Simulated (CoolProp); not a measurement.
A single-stage vapour-compression cycle with R410A: evaporating at 212.15 K (dew point), condensing at 263.15 K (bubble point), superheat 5 K, subcooling 2 K, compressor efficiency 0.7, no pressure losses. Each further row changes one setting.

Model: reference Helmholtz-energy equation of state, Lemmon 2003, in CoolProp. It is a pseudo-pure fit of the blend.

```tsv
case	cooling COP	pressure ratio	discharge temperature (K)	refrigerating effect (kJ/kg)	volumetric capacity (kJ/m³)
as stated	2.34	9.50	340.3	216	540
evaporating temperature 217.15 K	2.72	7.22	330.5	219	708
condensing temperature 258.15 K	2.66	7.97	330.0	223	559
subcooling 7 K	2.42	9.50	340.3	223	559
superheat 15 K	2.31	9.50	353.2	223	532
compressor efficiency 0.6	2.01	9.50	356.8	216	540
```
